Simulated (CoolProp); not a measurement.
A single-stage vapour-compression cycle with CH2F2 (R32): evaporating at 254.15 K (dew point), condensing at 279.15 K (bubble point), superheat 0 K, subcooling 5 K, compressor efficiency 0.8, no pressure losses. Each further row changes one setting.

The numbers come from the reference Helmholtz-energy equation of state, Tillner-Roth 1997 in CoolProp.

| case | cooling COP | pressure ratio | discharge temperature (K) | refrigerating effect (kJ/kg) | volumetric capacity (kJ/m³) |
|---|---|---|---|---|---|
| as stated | 7.42 | 2.33 | 310.0 | 309 | 3570 |
| evaporating temperature 259.15 K | 9.64 | 1.94 | [?] | 310 | 4290 |
| condensing temperature 274.15 K | 9.49 | 1.99 | [?] | 317 | 3670 |
| subcooling 10 K | 7.63 | 2.33 | 310.0 | 317 | 3670 |
| superheat 10 K | [?] | 2.33 | 322.2 | 319 | 3490 |
| compressor efficiency 0.7 | 6.49 | 2.33 | [?] | 309 | 3570 |

Problem. Some entries are withheld; supply them.

Solution. 
- evaporating temperature 259.15 K, discharge temperature (K): 302.8
- condensing temperature 274.15 K, discharge temperature (K): 299.1
- superheat 10 K, cooling COP: 7.24
- compressor efficiency 0.7, discharge temperature (K): 315.7
